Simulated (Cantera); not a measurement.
# Oxide etching and cleaning by halides: Al2O3 + SiCl4 + H2 + Cl2

Feed: 1 mol Al2O3, a varied amount of SiCl4, 0.23 mol H2, 17 mol Cl2, held at 1075 K and 10.0 mbar.

Method: chemical equilibrium by Gibbs-energy minimisation in Cantera with the NASA 1993 tables (ideal gas, pure condensed phases). Candidate condensed phases: Al, AlCl3, Al2O3, Al2SiO5, Al6Si2O13, H2O, Si, SiO2; 45 gas species. Mutual solubility and eutectic melting of coexisting phases are not modelled. Condensed phases not in the tables: alloys, solid solutions and most ternary compounds. Kinetics and transport are ignored.

At 0.5 mol SiCl4 the condensed part is Al2O3(s) + Al2SiO5(andalusite). From 0.64 mol SiCl4 to 1.4 mol SiCl4 the condensed part is Al2SiO5(andalusite) + SiO2(β-quartz). From 1.8 mol SiCl4 to 2.9 mol SiCl4 the condensed part is SiO2(β-quartz). The main Al-bearing gas is AlCl3 throughout.

| n(SiCl4) (mol) | x Cl2 | x AlCl3 | x SiCl4 | x HCl | x Cl | n Al2O3(s) | n Al2SiO5(andalusite) | n SiO2(β-quartz) |
|---|---|---|---|---|---|---|---|---|
| 0.5 | 0.927 | 0.0364 | 0.000461 | 0.0256 | 0.0106 | 0.180 | 0.492 | 0 |
| 0.64 | 0.918 | 0.0448 | 0.00164 | 0.0253 | 0.0106 | 0 | 0.593 | 0.0171 |
| 0.83 | 0.905 | 0.0571 | 0.00226 | 0.0250 | 0.0105 | 0 | 0.474 | 0.314 |
| 1.1 | 0.888 | 0.0739 | 0.00319 | 0.0245 | 0.0104 | 0 | 0.307 | 0.733 |
| 1.4 | 0.870 | 0.0917 | 0.00426 | 0.0240 | 0.0103 | 0 | 0.121 | 1.20 |
| 1.8 | 0.849 | 0.102 | 0.0153 | 0.0234 | 0.0102 | 0 | 0 | 1.50 |
| 2.3 | 0.828 | 0.0993 | 0.0397 | 0.0229 | 0.0100 | 0 | 0 | 1.50 |
| 2.9 | 0.804 | 0.0965 | 0.0675 | 0.0222 | 0.00990 | 0 | 0 | 1.50 |
x: gas mole fraction; n: condensed amount in mol.
